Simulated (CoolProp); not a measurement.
Vapour-liquid equilibrium of R143a (1) + R1234yf (2) at 27.05 °C; x and y are mole fractions of (1).

Values from CoolProp's multi-fluid Helmholtz-energy mixture model, Lemmon and Jacobsen 2000 and Lemmon 2022; pair parameters Bell 2016.

```
x     bubble pressure, mixture model (MPa)  bubble pressure, Raoult's law (MPa)  y, mixture model  y, Raoult's law
----  ------------------------------------  -----------------------------------  ----------------  ---------------
0.05                                0.7553                               0.7532               [?]            0.088
0.15                                0.8188                               0.8139             0.227            0.245
0.25                                0.8808                               0.8747             0.353            0.380
0.35                                   [?]                               0.9354             0.464            0.498
0.45                                   [?]                               0.9962             0.564            0.601
0.55                                   [?]                                1.057             0.655            0.692
0.65                                   [?]                                1.118               [?]            0.774
0.75                                 1.180                                1.178             0.819            0.847
0.85                                 1.240                                1.239               [?]            0.913
0.95                                 1.300                                1.300               [?]            0.972
```

Task: Complete the blanks.

Result: 
- 0.05, y, mixture model: 0.082
- 0.35, bubble pressure, mixture model (MPa): 0.9417
- 0.45, bubble pressure, mixture model (MPa): 1.002
- 0.55, bubble pressure, mixture model (MPa): 1.061
- 0.65, bubble pressure, mixture model (MPa): 1.121
- 0.65, y, mixture model: 0.739
- 0.85, y, mixture model: 0.894
- 0.95, y, mixture model: 0.965

The largest gap from Raoult's law is +0.7 % in bubble pressure, at x = 0.25. No azeotrope shows between x = 0.05 and 0.95.

Pair parameters are fitted to limited data, so mixtures are less certain than the pure fluids.
